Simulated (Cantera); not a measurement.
An isothermal, constant-pressure homogeneous reactor starts with CH4 : CO2 : H2 = 1 : 4.8 : 0.35 (molar parts), at 1600 K and 1.10 bar.

Detailed kinetics in Cantera: GRI-Mech 3.0 (53 species, 325 reactions).

x: mole fraction; the columns are a selection and need not sum to one.

| t (s) | x CH4 | x CO2 | x H2 | x HO2 | x C2H4 |
|---|---|---|---|---|---|
| 2.00e-6 | 0.163 | 0.780 | 0.0569 | <1e-12 | 5.99e-12 |
| 7.87e-6 | 0.163 | 0.780 | 0.0569 | <1e-12 | 7.09e-10 |
| 3.10e-5 | 0.163 | 0.780 | 0.0569 | <1e-12 | (withheld) |
| 0.000122 | 0.162 | 0.780 | 0.0569 | <1e-12 | 2.81e-6 |
| 0.000479 | 0.162 | 0.780 | 0.0569 | <1e-12 | 6.90e-5 |
| 0.00189 | 0.159 | 0.777 | 0.0569 | <1e-12 | 0.000791 |
| 0.00742 | 0.148 | 0.760 | 0.0591 | <1e-12 | 0.00252 |
| 0.0292 | 0.113 | 0.693 | 0.0623 | <1e-12 | 0.00207 |
| 0.115 | 0.0458 | 0.531 | 0.0439 | <1e-12 | 0.000864 |
| 0.452 | 0.0109 | 0.398 | 0.0531 | <1e-12 | 0.000304 |
| 1.78 | (withheld) | (withheld) | (withheld) | <1e-12 | (withheld) |
| 7.00 | 0.000714 | 0.279 | 0.0980 | <1e-12 | 1.78e-6 |

What belongs in the gaps?


- 3.10e-5, x C2H4: 5.21e-8
- 1.78, x CH4: 0.00599
- 1.78, x CO2: 0.313
- 1.78, x H2: 0.0821
- 1.78, x C2H4: 0.000106
